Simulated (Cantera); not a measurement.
Mixture: 5.31 % CH₄, 0.473 % C₂H₆, 19.8 % O₂, 74.4 % N₂, equivalence ratio 0.62, at 1400000 Pa, adiabatic and at constant pressure. Ignition delay is the time to a rise of 400 K.

Computed with Cantera and GRI-Mech 3.0 (53 species, 325 reactions). The pressure lies above the range GRI-Mech 3.0 was tuned for (to about 10 atm).

**Question.** Predict: delay at 1048 K; delay at 1098 K; delay at 1148 K; delay at 1198 K; delay at 1248 K; delay at 1298 K; delay at 1348 K; apparent activation energy between 1248 and 1348 K.

**Answer.** 
| Item | Value |
|---|---|
| delay at 1048 K | 8.81 ms |
| delay at 1098 K | 3.78 ms |
| delay at 1148 K | 1.78 ms |
| delay at 1198 K | 0.910 ms |
| delay at 1248 K | 0.497 ms |
| delay at 1298 K | 0.286 ms |
| delay at 1348 K | 0.173 ms |
| apparent activation energy between 1248 and 1348 K | 150 kJ/mol |
